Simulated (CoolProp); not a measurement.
Vapour-liquid equilibrium of CHF3 (R23) (1) + R22 (2) at 0.42 MPa; x and y are mole fractions of (1).

The numbers come from the multi-fluid Helmholtz-energy mixture model, Penoncello 2003 and Kamei 1995; pair parameters Bell 2016 in CoolProp.

Question: Give the bubble temperature and the first vapour's composition at x = 0.25, 0.35, 0.55. Is there an azeotrope?

Answer: x = 0.25: 244.3 K, y = 0.664; x = 0.35: 238.6 K, y = 0.763; x = 0.55: 230.8 K, y = 0.875. No azeotrope shows between x = 0.05 and 0.95.

Pair parameters are fitted to limited data, so mixtures are less certain than the pure fluids.
